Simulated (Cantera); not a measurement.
**SiH₂Cl₂ + Cl₂ + N₂ (silicon epitaxy and polysilicon growth)**

Feed: 1 mol SiH₂Cl₂, 0.048 mol Cl₂, 37 mol N₂, held at 1475 °C and 9.00 Torr.

Equilibrium computed with Cantera from the NASA thermochemical tables; the gas is ideal and each condensed phase is pure. Candidate condensed phases: NH₄Cl, Si, Si₃N₄; 28 gas species. The tables' values for SiCl₃, SiCl are old estimates; treat these amounts as uncertain. Equilibrium is a limit: real reactors are often held back by kinetics, nucleation or transport.

The x(N₂) is 0.947, the x(SiCl₂) comes out as 0.0192 and the x(H₂) is 0.0181. The x(HCl) is 0.0149, the x(H) comes out as 0.000281 and the x(Cl) comes out as 0.000178. The x(SiCl₃) comes out as 0.000148. The x(SiCl) comes out as 8.24e-5, the x(Si) comes out as 5.73e-5 and the n(Si₃N₄(s)) is 0.0811 mol. The gas amount is 38.90 mol and the log10 activity of Si(l) (absent) comes out as -0.33.
